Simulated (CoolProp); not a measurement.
The numbers come from the reference Helmholtz-energy equation of state, Lemmon 2006 in CoolProp. It is a short technical equation, of lower accuracy than the large ones.

Give the vapour pressure (bar), vapour density (kg/m³) of saturated carbon monoxide at -165.45 °C.


```json
[
 {"T (°C)": "-165.45", "p (bar)": "9.24", "vapour density (kg/m³)": "35.9"}
]
```
